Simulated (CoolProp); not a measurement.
A single-stage vapour-compression cycle with CH2F2 (R32): evaporating at 205.15 K (dew point), condensing at 231.15 K (bubble point), superheat 0 K, subcooling 2 K, compressor efficiency 0.8, no pressure losses. Each further row changes one setting.

Values from CoolProp's reference Helmholtz-energy equation of state, Tillner-Roth 1997.

```
case                              cooling COP  pressure ratio  discharge temperature (K)  refrigerating effect (kJ/kg)  volumetric capacity (kJ/m³)
--------------------------------  -----------  --------------  -------------------------  ----------------------------  ---------------------------
as stated                                5.63            3.97                      290.0                           361                          460
evaporating temperature 210.15 K         7.32             [?]                      276.3                           364                          611
condensing temperature 226.15 K           [?]            3.13                      274.3                           369                          470
subcooling 7 K                           5.75            3.97                      290.0                           369                          470
superheat 10 K                           5.47            3.97                      303.0                           369                          446
compressor efficiency 0.7                 [?]            3.97                        [?]                           361                          460
```

Q: Some entries are withheld; supply them.

A: 
- evaporating temperature 210.15 K, pressure ratio: 2.95
- condensing temperature 226.15 K, cooling COP: 7.12
- compressor efficiency 0.7, cooling COP: 4.92
- compressor efficiency 0.7, discharge temperature (K): 300.7
